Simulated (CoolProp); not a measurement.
Computed with CoolProp (reference Helmholtz-energy equation of state, Zhou 2011).

**Question.** For dimethyl carbonate, give the phase and the Z, isothermal compressibility (1/MPa), expansivity (1/kK) at 528.4 K and 645 kPa; 564.2 K and 645 kPa; 588.1 K and 645 kPa.

**Answer.** 
- 528.4 K and 645 kPa: gas; Z 0.944, isothermal compressibility 1.65, expansivity 2.27
- 564.2 K and 645 kPa: gas; Z 0.955, isothermal compressibility 1.62, expansivity 2.06
- 588.1 K and 645 kPa: gas; Z 0.961, isothermal compressibility 1.61, expansivity 1.94
